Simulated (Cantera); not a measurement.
A closed system holds: 1 mol AlN, 0.017 mol C, 0.23 mol N₂, equilibrated at 0.150 bar.

Cantera equilibrium calculation (NASA polynomials, part measured and part estimated; ideal gas, pure solids and liquids). Candidate condensed phases: Al, AlN, C; 16 gas species. Rates play no part.

log p: log10 of the partial pressure in bar; n: condensed amount in mol.

| T (K) | log p N₂ | log p Al | log p Al₂ | log p CN | n AlN(s) | n C(graphite) |
|---|---|---|---|---|---|---|
| 1475 | -0.82 | -10.17 | <-12 | (withheld) | 1.00 | 0.0170 |
| 1575 | -0.82 | -8.74 | <-12 | (withheld) | 1.00 | 0.0170 |
| 1675 | -0.82 | -7.48 | <-12 | (withheld) | 1.00 | 0.0170 |
| 1775 | -0.82 | -6.37 | -12.68 | (withheld) | 1.000 | 0.0170 |
| 1875 | -0.82 | -5.38 | -10.96 | (withheld) | 1.000 | 0.0170 |
| 1975 | -0.82 | -4.48 | -9.43 | (withheld) | 1.000 | 0.0170 |
| 2075 | -0.82 | -3.68 | -8.04 | (withheld) | 1.000 | 0.0170 |
| 2175 | -0.83 | -2.95 | -6.78 | (withheld) | 0.998 | 0.0170 |
| 2275 | -0.84 | -2.28 | -5.63 | (withheld) | 0.992 | 0.0170 |
| 2375 | -0.89 | -1.65 | -4.53 | (withheld) | 0.955 | 0.0170 |
| 2475 | -1.20 | -1.06 | -3.51 | (withheld) | 0 | 0.0166 |
| 2575 | -1.20 | -1.06 | -3.66 | (withheld) | 0 | 0.0162 |

### Question
Fill in the missing entries.

### Answer

- 1475, log p CN: -10.71
- 1575, log p CN: -9.73
- 1675, log p CN: -8.86
- 1775, log p CN: -8.10
- 1875, log p CN: -7.42
- 1975, log p CN: -6.80
- 2075, log p CN: -6.25
- 2175, log p CN: -5.75
- 2275, log p CN: -5.30
- 2375, log p CN: -4.91
- 2475, log p CN: -4.68
- 2575, log p CN: -4.32
